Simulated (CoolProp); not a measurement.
Properties of R115 along the isobar 3.33 MPa.

Computed with CoolProp (reference Helmholtz-energy equation of state, Lemmon 2016).

```tsv
T (°C)	phase	density (kg/m³)	speed of sound (m/s)
19.05	liquid	1340	407.5
36.05	liquid	___	340.6
53.05	liquid	1164	269.2
69.95	liquid	___	184.6
86.95	supercritical	382.3	79.35
103.95	supercritical	263.3	100.7
120.95	supercritical	222.6	113.6
137.95	supercritical	___	123.4
154.95	supercritical	180.3	131.5
171.85	supercritical	166.8	138.4
188.85	supercritical	155.8	144.6
```

Problem. Complete the blanks.

Solution. 
- 36.05, density (kg/m³): 1260
- 69.95, density (kg/m³): 1027
- 137.95, density (kg/m³): 197.8
